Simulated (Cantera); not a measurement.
What does this Cantera script print?

```python
import numpy as np
import cantera as ct

gas = ct.Solution("gri30.yaml")
gas.TPX = 1350, 61000, {'H2': 0.82, 'O2': 1, 'N2': 11}
reactor = ct.IdealGasConstPressureReactor(gas, energy="off", clone=False)
net = ct.ReactorNet([reactor])
net.rtol, net.atol = 1e-08, 1e-18
show = ['H2', 'O2', 'H2O2', 'N2O', 'OH', 'O', 'H']
times = np.geomspace(3e-05, 100, 10)

steps = ct.SolutionArray(gas, extra=["t"])
rows = []
print(f"{'t/s':>10s}{'T/K':>9s}{'P/Pa':>11s}" + "".join(f"{s:>11s}" for s in show))
for t in times:
    while net.time < t:
        t_next = net.step()
        steps.append(gas.state, t=t_next)
    rows.append([np.interp(t, steps.t, y) for y in (steps.T, steps.P, *steps(*show).X.T)])
    print(f"{t:10.3e}{rows[-1][0]:9.1f}{rows[-1][1]:11.4g}" + "".join(f"{x:11.3e}" for x in rows[-1][2:]))
rate = np.gradient(steps.T, steps.t)
print("integrator steps:", len(steps.t))
if steps.T.max() > steps.T[0] + 200:
    print(f"time of steepest temperature rise: {steps.t[rate.argmax()]:.4e} s")
gas.TPX = 1350, 61000, {'H2': 0.82, 'O2': 1, 'N2': 11}
gas.equilibrate("TP")
print(f"equilibrium (TP): T = {gas.T:.1f} K  " + "  ".join(f"{s} {gas[s].X[0]:.3e}" for s in show))
```

Result:

```
       t/s      T/K       P/Pa         H2         O2       H2O2        N2O         OH          O          H
 3.000e-05   1350.0    6.1e+04  6.396e-02  7.800e-02  1.005e-09  8.629e-13  3.343e-07  4.721e-07  1.640e-06
 1.592e-04   1350.0    6.1e+04  5.038e-03  4.796e-02  1.278e-06  8.355e-08  2.926e-03  8.079e-03  1.416e-02
 8.446e-04   1350.0    6.1e+04  3.820e-04  4.732e-02  5.828e-07  1.948e-07  7.289e-04  4.696e-04  2.087e-04
 4.481e-03   1350.0    6.1e+04  1.208e-05  4.750e-02  6.573e-08  2.579e-07  1.341e-04  1.562e-05  1.255e-06
 2.378e-02   1350.0    6.1e+04  9.781e-07  4.753e-02  8.902e-09  2.650e-07  4.074e-05  1.435e-06  3.438e-08
 1.262e-01   1350.0    6.1e+04  1.609e-07  4.753e-02  1.746e-09  2.072e-07  1.681e-05  2.454e-07  2.464e-09
 6.694e-01   1350.0    6.1e+04  8.074e-08  4.753e-02  9.038e-10  5.253e-08  1.175e-05  1.202e-07  8.843e-10
 3.552e+00   1350.0    6.1e+04  7.972e-08  4.753e-02  8.925e-10  1.473e-08  1.167e-05  1.186e-07  8.673e-10
 1.885e+01   1350.0    6.1e+04  7.972e-08  4.753e-02  8.925e-10  1.473e-08  1.167e-05  1.186e-07  8.673e-10
 1.000e+02   1350.0    6.1e+04  7.972e-08  4.753e-02  8.925e-10  1.473e-08  1.167e-05  1.186e-07  8.673e-10
integrator steps: 1734
equilibrium (TP): T = 1350.0 K  H2 7.983e-08  O2 4.740e-02  H2O2 8.912e-10  N2O 1.472e-08  OH 1.166e-05  O 1.184e-07  H 8.680e-10
```

Model: GRI-Mech 3.0 (53 species, 325 reactions), integrated in Cantera. The temperature is held fixed by assumption; the heat of reaction is taken as removed at once.
